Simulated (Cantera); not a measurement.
Cantera with NASA thermochemical tables; ideal gases at 1 bar, condensed phases pure. Values are per mole of reaction as written; species without (g) are pure solids or liquids, kept so even where they would boil at 1 bar. TaC: taken at fixed stoichiometry.

2 TaC + 6 NO2(g) → 2 CO2(g) + Ta2O5 + 3 N2O(g)

```csv
T (K),ΔH° (kJ),ΔS° (J/K),ΔG° (kJ),log10 K,condensed phases
300,[?],[?],[?],[?],"TaC(s), Ta2O5(s)"
1623,-2457.9,-236.6,-2073.9,66.75,"TaC(s), Ta2O5(s)"
1773,-2452.3,-233.3,-2038.7,60.06,"TaC(s), Ta2O5(s)"
1923,-2446.8,-230.3,-2004.0,54.43,"TaC(s), Ta2O5(s)"
2073,[?],[?],[?],[?],"TaC(s), Ta2O5(l)"
2223,-2309.3,-163.7,-1945.5,45.71,"TaC(s), Ta2O5(l)"
```

Question: Fill in the missing entries.

Answer: 
- 300, ΔH° (kJ): -2505.1
- 300, ΔS° (J/K): -294.8
- 300, ΔG° (kJ): -2416.7
- 300, log10 K: 420.77
- 2073, ΔH° (kJ): -2320.8
- 2073, ΔS° (J/K): -169.0
- 2073, ΔG° (kJ): -1970.5
- 2073, log10 K: 49.65
